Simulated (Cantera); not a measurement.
Cantera run:

```python
import numpy as np
import cantera as ct

gas_names = """
    VO2 H H2O2 H2 H2O
""".split()
cond_names = """
    VO(s) VO(L)
""".split()


# ... load() reads the species with a 1 bar reference pressure and builds the phases ...
species = {s.name: s for s in load("nasa_gas.yaml", gas_names) + load("nasa_condensed.yaml", cond_names)}
# Each term lists the table entries of one substance; the one whose range holds T is used.
reactions = {
    '2 VO2(g) + 2 H(g) = 2 VO + H2O2(g)':
        [(-2, ['VO2']), (-2, ['H']), (2, ['VO(s)', 'VO(L)']), (1, ['H2O2'])],
    'H2(g) + VO2(g) = H2O(g) + VO':
        [(-1, ['H2']), (-1, ['VO2']), (1, ['H2O']), (1, ['VO(s)', 'VO(L)'])],
}


def pick(names, T):
    return next(species[n] for n in names if species[n].thermo.min_temp <= T <= species[n].thermo.max_temp)


results = []
for label, terms in reactions.items():
    print(label)
    print("     T/K   dH/kJ  dS/(J/K)   dG/kJ   log10 K")
    for T in [2325, 2375, 2425, 2475, 2525, 2575, 2625]:
        used = [(nu, pick(names, T)) for nu, names in terms]
        dH = sum(nu * s.thermo.h(T) for nu, s in used) / 1e6
        dS = sum(nu * s.thermo.s(T) for nu, s in used) / 1e3
        dG = dH - T * dS / 1e3
        logK = -dG * 1e6 / (ct.gas_constant * T * np.log(10))
        results.append((label, T, dH, dS, dG, logK, [s.name for _, s in used]))
        print(f"{T:8g} {dH:8.1f} {dS:8.1f} {dG:8.1f} {logK:8.2f}")
```

Output:

```
2 VO2(g) + 2 H(g) = 2 VO + H2O2(g)
     T/K   dH/kJ  dS/(J/K)   dG/kJ   log10 K
    2325   -783.9   -336.5     -1.6     0.04
    2375   -781.7   -335.5     15.2    -0.33
    2425   -779.5   -334.6     31.9    -0.69
    2475   -777.2   -333.7     48.6    -1.03
    2525   -774.9   -332.8     65.3    -1.35
    2575   -772.7   -331.9     81.9    -1.66
    2625   -770.4   -331.0     98.5    -1.96
H2(g) + VO2(g) = H2O(g) + VO
     T/K   dH/kJ  dS/(J/K)   dG/kJ   log10 K
    2325   -345.2   -109.6    -90.3     2.03
    2375   -344.0   -109.1    -84.8     1.87
    2425   -342.8   -108.6    -79.4     1.71
    2475   -341.6   -108.1    -73.9     1.56
    2525   -340.4   -107.7    -68.5     1.42
    2575   -339.2   -107.2    -63.2     1.28
    2625   -338.0   -106.7    -57.8     1.15
```

Standard-state values (1 bar) from the NASA 1993 polynomials, evaluated with Cantera. VO: taken at fixed stoichiometry. Condensed species are held in their standard states even where they would react or evaporate.
